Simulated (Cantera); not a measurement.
Feed: 1 mol FeS, 0.11 mol O2, 1.9 mol H2S, held at 1427 °C and 825 Torr.

Equilibrium computed with Cantera from the NASA thermochemical tables; the gas is ideal and each condensed phase is pure. Candidate condensed phases: Fe, FeO, Fe(OH)2, Fe(OH)3, FeS, FeSO4, FeS2, Fe2O3, Fe2(SO4)3, Fe3O4, H2O, H2SO4, S; 22 gas species. FeS: taken at fixed stoichiometry. The numbers say what is thermodynamically allowed, not how fast it happens.

Base state: H2 0.378, H2S 0.294, S2 0.230, H2O 0.0876, SH 0.00962, SO 0.000256, S2O 0.000230, SO2 0.000197 (mole fractions); condensed: FeS(l).

What changes in the equilibrium state with this change: temperature from 1427 °C to 725 °C?


```json
[
 {"species": "H2S", "before": "0.294", "after": "0.805"},
 {"species": "H2O", "before": "0.0876", "after": "0.108"},
 {"species": "S2", "before": "0.230", "after": "0.0648"},
 {"species": "H2", "before": "0.378", "after": "0.0218"},
 {"species": "S", "before": "0.000144", "after": "1.60e-9"},
 {"species": "H", "before": "8.64e-5", "after": "<1e-9"},
 {"species": "SO", "before": "0.000256", "after": "2.29e-7"},
 {"species": "FeS(l), mol", "before": "1.000", "after": "0"},
 {"species": "FeS(s), mol", "before": "0", "after": "1.00"}
]
```
Gases not in the tables: S3 to S7.
